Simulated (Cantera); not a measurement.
A perfectly stirred reactor is fed with 17.9 % C3H8, 78.7 % H2, 3.40 % H2O, at 0.0158 atm; it is held at 1900 K, and followed from long to short residence time.

Detailed kinetics in Cantera: GRI-Mech 3.0 (53 species, 325 reactions). GRI-Mech 3.0 was tuned for natural gas; its chemistry of propane as a main component is partial and can be far from experiment. GRI-Mech 3.0 stops at C3 and has no aromatics, soot or wall deposition, so with more carbon than oxygen in the feed, carbon stays in small species such as C2H2 where larger ones or solid carbon would form. Radical loss at walls, strong at low pressure, is not modelled.

### Question
Predict: x(C3H8) at τ = 0.300 s; x(H2) at τ = 0.300 s; x(C2H) at τ = 0.300 s; x(H) at τ = 0.300 s; x(C2H6) at τ = 0.300 s; x(C3H8) at τ = 39.0 ms; x(H2) at τ = 39.0 ms; x(C2H) at τ = 39.0 ms; x(H) at τ = 39.0 ms; x(C2H6) at τ = 39.0 ms.

### Answer
```json
{
 "x(C3H8) at τ = 0.300 s": "1.34e-5",
 "x(H2) at τ = 0.300 s": "0.792",
 "x(C2H) at τ = 0.300 s": "1.15e-5",
 "x(H) at τ = 0.300 s": "0.00436",
 "x(C2H6) at τ = 0.300 s": "3.66e-6",
 "x(C3H8) at τ = 39.0 ms": "0.000103",
 "x(H2) at τ = 39.0 ms": "0.766",
 "x(C2H) at τ = 39.0 ms": "1.19e-5",
 "x(H) at τ = 39.0 ms": "0.00454",
 "x(C2H6) at τ = 39.0 ms": "2.46e-5"
}
```
